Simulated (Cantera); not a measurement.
Transport properties of process gases

Gas mixture: N2O = 0.96 (molar parts), at 4.93 atm, frozen composition.

Cantera's kinetic-theory transport with the Lennard-Jones parameters of GRI-Mech 3.0, ideal gas; thermal conductivity in the multicomponent form. The composition is frozen, though it would react at the higher temperatures.

```csv
T (K),ρ (kg/m³),cp (J/kg/K),μ (µPa s),λ (mW/m/K),Pr,D (cm²/s) H2,D (cm²/s) CO2,D (cm²/s) H
400,6.62,970.3,19.5,25.3,0.746,0.219,0.0389,0.336
650,4.07,1127,29.1,44.1,0.744,0.499,0.0947,0.799
900,2.94,1227,37.1,61.4,0.741,0.861,0.168,1.40
1150,2.30,1285,44.1,76.8,0.738,1.29,0.256,2.13
1400,1.89,1327,50.5,91.0,0.736,1.79,0.358,2.96
1650,1.60,1359,56.4,104,0.734,2.36,0.472,3.90
```
D: mixture-averaged diffusion coefficient of that species in the mixture.
